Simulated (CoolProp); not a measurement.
Vapour-liquid equilibrium of cyclohexane (1) + m-xylene (2) at 0.169 MPa; x and y are mole fractions of (1).

The numbers come from the multi-fluid Helmholtz-energy mixture model, Zhou 2014 and Zhou 2012; pair parameters Bell 2016 in CoolProp.

| x | bubble temperature (K) | y at the bubble point | dew temperature at overall composition x (K) | liquid density (mol/L) |
|---|---|---|---|---|
| 0.05 | 425.4 | 0.190 | 430.6 | 7.017 |
| 0.15 | 413.8 | 0.452 | 426.9 | 7.191 |
| 0.25 | 404.7 | 0.615 | 423.0 | 7.346 |
| 0.35 | 397.6 | 0.721 | 418.6 | 7.487 |
| 0.45 | 391.8 | 0.795 | 413.9 | 7.619 |
| 0.55 | 387.1 | 0.849 | 408.5 | 7.746 |
| 0.65 | 383.1 | 0.892 | 402.5 | 7.871 |
| 0.75 | 379.6 | 0.927 | 395.4 | 7.997 |
| 0.85 | 376.4 | 0.958 | 387.1 | 8.125 |
| 0.95 | 373.4 | 0.986 | 377.2 | 8.259 |

No azeotrope shows between x = 0.05 and 0.95.

The pair parameters rest on a limited set of measurements; away from them the model extrapolates.
